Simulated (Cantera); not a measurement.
Input (Python, Cantera):

```python
import numpy as np
import cantera as ct

gas = ct.Solution("h2o2.yaml")
gas.TPX = 975, 600, {'H2': 0.033, 'O2': 1}
reactor = ct.IdealGasConstPressureReactor(gas, energy="off", clone=False)
net = ct.ReactorNet([reactor])
net.rtol, net.atol = 1e-08, 1e-18
show = ['H2', 'O2', 'H2O2', 'HO2', 'O', 'OH', 'H']
times = np.geomspace(1e-05, 70, 9)

steps = ct.SolutionArray(gas, extra=["t"])
rows = []
print(f"{'t/s':>10s}{'T/K':>9s}{'P/Pa':>11s}" + "".join(f"{s:>11s}" for s in show))
for t in times:
    while net.time < t:
        t_next = net.step()
        steps.append(gas.state, t=t_next)
    rows.append([np.interp(t, steps.t, y) for y in (steps.T, steps.P, *steps(*show).X.T)])
    print(f"{t:10.3e}{rows[-1][0]:9.1f}{rows[-1][1]:11.4g}" + "".join(f"{x:11.3e}" for x in rows[-1][2:]))
rate = np.gradient(steps.T, steps.t)
print("integrator steps:", len(steps.t))
if steps.T.max() > steps.T[0] + 200:
    print(f"time of steepest temperature rise: {steps.t[rate.argmax()]:.4e} s")
gas.TPX = 975, 600, {'H2': 0.033, 'O2': 1}
gas.equilibrate("TP")
print(f"equilibrium (TP): T = {gas.T:.1f} K  " + "  ".join(f"{s} {gas[s].X[0]:.3e}" for s in show))
```

It prints:

```
       t/s      T/K       P/Pa         H2         O2       H2O2        HO2          O         OH          H
 1.000e-05    975.0        600  3.195e-02  9.681e-01  3.636e-19  6.696e-13  9.500e-15  9.432e-15  6.600e-13
 7.172e-05    975.0        600  3.195e-02  9.681e-01  1.859e-17  4.805e-12  4.560e-13  4.350e-13  4.372e-12
 5.144e-04    975.0        600  3.195e-02  9.681e-01  9.560e-16  3.458e-11  1.752e-11  1.299e-11  2.404e-11
 3.689e-03    975.0        600  3.195e-02  9.681e-01  5.048e-14  2.623e-10  1.404e-09  6.706e-10  6.785e-10
 2.646e-02    975.0        600  6.049e-03  9.519e-01  1.022e-07  3.092e-06  1.109e-02  2.088e-03  7.953e-03
 1.898e-01    975.0        600  1.183e-04  9.625e-01  2.494e-08  1.797e-06  4.500e-03  4.776e-04  6.874e-04
 1.361e+00    975.0        600  3.766e-06  9.673e-01  1.712e-08  3.502e-07  1.559e-04  8.561e-05  4.246e-06
 9.760e+00    975.0        600  9.931e-08  9.675e-01  4.443e-09  2.462e-08  4.611e-06  1.484e-05  2.176e-08
 7.000e+01    975.0        600  5.657e-09  9.675e-01  7.622e-10  1.929e-09  2.852e-07  3.692e-06  3.347e-10
integrator steps: 1953
equilibrium (TP): T = 975.0 K  H2 1.746e-11  O2 9.675e-01  H2O2 5.017e-12  HO2 3.081e-10  O 9.221e-10  OH 2.096e-07  H 6.211e-14
```

Model: the H2/O2 subset of GRI-Mech 3.0, which has no nitrogen chemistry, integrated in Cantera. Radical loss at walls, strong at low pressure, is not modelled.
